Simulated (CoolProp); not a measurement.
Vapour-liquid equilibrium of carbonyl sulfide (1) + propane (2) at 3.69 bar; x and y are mole fractions of (1).

Computed with CoolProp (multi-fluid Helmholtz-energy mixture model, Lemmon 2006 and Lemmon 2009; pair parameters Bell 2016).

```
x     bubble temperature, mixture model (K)  bubble temperature, Raoult's law (K)  y, mixture model  y, Raoult's law
----  -------------------------------------  ------------------------------------  ----------------  ---------------
0.05                                  264.4                                 264.6        (withheld)            0.068
0.15                             (withheld)                                 263.5             0.200            0.196
0.25                                  261.8                                 262.4        (withheld)            0.316
0.35                                  260.8                                 261.4             0.418            0.427
0.45                             (withheld)                                 260.4             0.518            0.531
0.55                             (withheld)                                 259.4             0.613            0.629
0.65                                  258.2                                 258.4             0.706            0.721
0.75                                  257.4                                 257.5             0.796            0.807
0.85                                  256.6                                 256.7             0.882            0.887
0.95                                  255.8                                 255.8        (withheld)            0.964
```

Problem. Complete the blanks.

Solution. 
- 0.05, y, mixture model: 0.072
- 0.15, bubble temperature, mixture model (K): 263.0
- 0.25, y, mixture model: 0.313
- 0.45, bubble temperature, mixture model (K): 259.9
- 0.55, bubble temperature, mixture model (K): 259.1
- 0.95, y, mixture model: 0.962

The largest gap from Raoult's law is -0.6 K in bubble temperature, at x = 0.25. No azeotrope shows between x = 0.05 and 0.95.

The pair parameters rest on a limited set of measurements; away from them the model extrapolates.
